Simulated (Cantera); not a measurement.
Carbothermic reduction: PbO + CO

Input: 1 mol PbO, a varied amount of CO, at 777 °C and 6.00 mbar.

Cantera equilibrium calculation (NASA polynomials, part measured and part estimated; ideal gas, pure solids and liquids). Candidate condensed phases: C, Pb, PbO, PbO2, Pb3O4; 15 gas species. Mutual solubility and eutectic melting of coexisting phases are not modelled. Rates play no part.

At 0.78 mol CO the condensed part is Pb(l) + PbO(yellow). From 1.1 mol CO to 4.9 mol CO the condensed part is Pb(l). The main Pb-bearing gas is Pb throughout. The share of Pb in condensed phases is highest at 0.78 mol CO (99.4 %) and lowest at 4.9 mol CO (96.2 %).

```csv
n(CO) (mol),x CO2,x CO,x Pb,x PbO,x Pb2,n Pb(l),n PbO(yellow)
0.78,0.992,0.000148,0.00775,0.000247,4.97e-8,0.774,0.220
1.1,0.902,0.0902,0.00775,3.67e-7,4.97e-8,0.991,0
1.4,0.709,0.283,0.00775,9.18e-8,4.97e-8,0.989,0
2,0.496,0.496,0.00775,3.67e-8,4.97e-8,0.984,0
2.7,0.367,0.625,0.00775,2.16e-8,4.97e-8,0.979,0
3.6,0.276,0.717,0.00775,1.41e-8,4.97e-8,0.972,0
4.9,0.202,0.790,0.00775,9.41e-9,4.97e-8,0.962,0
```
x: gas mole fraction; n: condensed amount in mol.
